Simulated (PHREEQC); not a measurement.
Make-up at 25 °C: 0.054 mol NaOH and 0.00019 mol K3PO4 per kg of water. Closed to the air; pH follows from the charge balance.

Computed with PHREEQC (ion-association model, phreeqc.dat).

No solid was allowed to form.

Question: Order these P species by the share of P that they hold, largest first: HPO4-2, NaHPO4-, PO4-3.

Answer: PO4-3 (85 %), HPO4-2 (15 %), NaHPO4- (0.69 %)

The pH is 12.63 and the ionic strength 0.0551 mol/kgw.
